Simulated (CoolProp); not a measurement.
Model: reference Helmholtz-energy equation of state, Gao 2022, in CoolProp.

Task: Give the vapour pressure (MPa), liquid density (kg/m³), enthalpy of vaporisation (kJ/kg), liquid cp (kJ/(kg K)) of saturated n-perfluorohexane at 72.75, 78.05, 83.45 °C.

Result: 
```
T (°C)  p (MPa)  liquid density (kg/m³)  enthalpy of vaporisation (kJ/kg)  liquid cp (kJ/(kg K))
------  -------  ----------------------  --------------------------------  ---------------------
72.75     0.167                    1530                              79.9                   1.12
78.05     0.196                    1510                              78.2                   1.13
83.45     0.228                    1490                              76.5                   1.14
```
